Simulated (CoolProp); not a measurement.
A single-stage vapour-compression cycle with the fluid: evaporating at 243.15 K (dew point), condensing at 301.15 K (bubble point), superheat 2 K, subcooling 5 K, compressor efficiency 0.7, no pressure losses. The same conditions are run with several fluids, on thermodynamics alone (safety and materials aside).

Values from CoolProp's reference Helmholtz-energy equation of state of each fluid (dimethyl ether: Wu 2011; R245fa: Akasaka 2015; cis-2-butene: Lemmon 2005; R125: Lemmon 2005; hydrogen sulfide: Lemmon 2006; CH3F (R41): Lemmon 2006).

Task: Rank dimethyl ether, R245fa, cis-2-butene, R125, hydrogen sulfide, CH3F (R41) by cooling COP, highest first.

Result: cis-2-butene (2.48), dimethyl ether (2.43), R245fa (2.41), hydrogen sulfide (2.30), R125 (2.06), CH3F (R41) (1.99)

| fluid | pressure ratio | discharge temperature (K) | refrigerating effect (kJ/kg) | volumetric capacity (kJ/m³) |
|---|---|---|---|---|
| dimethyl ether | 8.01 | 352.2 | 351 | 657 |
| R245fa | 15.0 | 325.3 | 154 | 113 |
| cis-2-butene | 10.4 | 343.6 | 335 | 212 |
| R125 | 6.53 | 318.3 | 89.1 | 1290 |
| hydrogen sulfide | 5.70 | 423.7 | 399 | 2690 |
| CH3F (R41) | 5.00 | 381.9 | 274 | 4420 |
